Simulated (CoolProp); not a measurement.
Vapour-liquid equilibrium of R125 (1) + R236FA (2) at 270.1 K; x and y are mole fractions of (1).

Model: multi-fluid Helmholtz-energy mixture model, Lemmon 2005 and Pan 2012; pair parameters Bell 2016, in CoolProp.

Q: Give the bubble pressure and the first vapour's composition at x = 0.2, 0.35, 0.8. Is there an azeotrope?

A: x = 0.2: 0.1919 MPa, y = 0.585; x = 0.35: 0.2656 MPa, y = 0.747; x = 0.8: 0.4967 MPa, y = 0.952. No azeotrope shows between x = 0.05 and 0.95.

Pair parameters are fitted to limited data, so mixtures are less certain than the pure fluids.
